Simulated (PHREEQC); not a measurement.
Solution (65 °C): 3.8 mmol/kgw CsOH, 5.7 mmol/kgw Na2HPO4 and 37 mmol/kgw Na2CO3. Closed to the air; pH follows from the charge balance.

Computed with PHREEQC (ion-association model, wateq4f.dat).

Precipitation was switched off in this run.

Order these C species by the share of C that they hold, largest first: NaHCO3, HCO3-, CO3-2, NaCO3-.

NaCO3- (68 %), CO3-2 (27 %), HCO3- (5.3 %), NaHCO3 (0.11 %)

Order these Na species by the share of Na that they hold, largest first: Na+, NaHPO4-, NaCO3-.

Na+ (70 %), NaCO3- (29 %), NaHPO4- (0.25 %)

The pH is 10.53 and the ionic strength 0.0803 mol/kgw. H3PO4, which wateq4f.dat lacks, is added to it with the constant of phreeqc.dat. Away from 25 °C the constants follow the database's enthalpies or fits; those with neither stay at their 25 °C values.
